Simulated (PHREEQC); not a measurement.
Solution (25 °C): 0.12 mol/kgw HF, 6.3e-05 mol/kgw NH4HF2 and 0.0012 mol/kgw (NH4)2SiF6. Closed to the air; pH follows from the charge balance.

Computed with PHREEQC (ion-association model, wateq4f.dat).

No solid was allowed to form.

Q: What pH, ionic strength does the model give?

A: pH 2.08; ionic strength 0.0128 mol/kgw.

Q: In which forms is F present?

A: HF 61 %, H2F2 25 %, SiF6-2 5.7 %, F- 5.5 %, HF2- 3.3 % of the F.

wateq4f.dat counts part of the HF as a dimer, H2F2, which phreeqc.dat doesn't know; its constant is uncertain. SiF6-2 is the database's only silicon fluoride.
